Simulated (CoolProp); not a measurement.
Properties of isobutane along the isotherm 575 K.

Values from CoolProp's reference Helmholtz-energy equation of state, Bücker 2006.

```csv
p (MPa),phase,cp (kJ/(kg K)),speed of sound (m/s),isothermal compressibility (1/MPa),expansivity (1/kK),fugacity coefficient
1.13,gas,2.883,286.3,0.9141,1.966,0.9683
2.27,gas,2.927,278.6,0.4699,2.225,0.9375
3.4,gas,2.976,271.7,0.3234,2.513,0.9084
4.54,supercritical,3.033,265.7,0.2489,2.829,0.8803
5.67,supercritical,3.095,261.1,0.2035,3.156,0.8539
6.8,supercritical,3.160,258.1,0.1717,3.479,0.8289
7.94,supercritical,3.226,257.2,0.1469,3.772,0.8053
9.07,supercritical,3.287,258.9,0.1264,3.998,0.7836
```
